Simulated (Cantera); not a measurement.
Input (Python, Cantera):

```python
import numpy as np
import cantera as ct

gas = ct.Solution("gri30.yaml", transport_model="multicomponent")
show = ['OH', 'H2O', 'C2H2']

rows = []
print(f"{'T/K':>7s}{'rho':>11s}{'cp':>10s}{'mu':>11s}{'lambda':>11s}{'Pr':>7s}" + "".join(f"{'D_' + s:>11s}" for s in show))
for T in [400, 650, 900, 1150, 1400, 1650, 1900]:
    gas.TPX = T, 33000, {'N2': 0.26, 'NO': 0.22, 'CO2': 0.6}
    Pr = gas.cp_mass * gas.viscosity / gas.thermal_conductivity
    D = [gas.mix_diff_coeffs_mole[gas.species_index(s)] for s in show]
    rows.append([gas.density, gas.cp_mass, gas.viscosity, gas.thermal_conductivity, Pr, *D])
    print(f"{T:7g}{gas.density:11.4e}{gas.cp_mass:10.1f}{gas.viscosity:11.4e}"
          f"{gas.thermal_conductivity:11.4e}{Pr:7.3f}" + "".join(f"{d:11.4e}" for d in D))
print("SI units: kg/m3, J/kg/K, Pa s, W/m/K, m2/s")
```

It prints:

```
    T/K        rho        cp         mu     lambda     Pr       D_OH      D_H2O     D_C2H2
    400 3.7017e-01     967.5 2.0897e-05 2.8358e-02  0.713 1.4026e-04 1.0000e-04 7.2792e-05
    650 2.2779e-01    1091.4 3.0569e-05 4.6238e-02  0.722 3.2383e-04 2.5294e-04 1.7367e-04
    900 1.6452e-01    1178.7 3.8653e-05 6.2937e-02  0.724 5.6102e-04 4.5854e-04 3.0518e-04
   1150 1.2875e-01    1236.9 4.5785e-05 7.8159e-02  0.725 8.4561e-04 7.0879e-04 4.6333e-04
   1400 1.0576e-01    1276.7 5.2274e-05 9.2118e-02  0.725 1.1736e-03 9.9873e-04 6.4565e-04
   1650 8.9737e-02    1305.1 5.8296e-05 1.0507e-01  0.724 1.5421e-03 1.3250e-03 8.5042e-04
   1900 7.7930e-02    1325.3 6.3962e-05 1.1714e-01  0.724 1.9489e-03 1.6854e-03 1.0764e-03
SI units: kg/m3, J/kg/K, Pa s, W/m/K, m2/s
```

Cantera simulation using GRI-Mech 3.0 (53 species, 325 reactions); the numbers are that mechanism's predictions, not measurements. The composition is frozen, though it would react at the higher temperatures.
